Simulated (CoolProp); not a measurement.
The fluid at 615 K and 9.65 MPa is throttled through a valve to 3.48 MPa with no heat exchange. The same conditions are run with several fluids, on thermodynamics alone (safety and materials aside).

Computed with CoolProp (reference Helmholtz-energy equation of state of each fluid (benzene: Thol 2012; n-octane: Beckmüller 2019; hydrogen chloride: Thol 2018; octamethylcyclotetrasiloxane (D4): Thol 2015; carbonyl sulfide: Lemmon 2006)).

```tsv
fluid	temperature change (K)	final phase	final density (kg/m³)
benzene	-63.4	gas	90.8
n-octane	-17.6	supercritical	226
hydrogen chloride	-21.6	gas	26.2
octamethylcyclotetrasiloxane (D4)	-3.3	supercritical	511
carbonyl sulfide	-24.5	gas	44.4
```
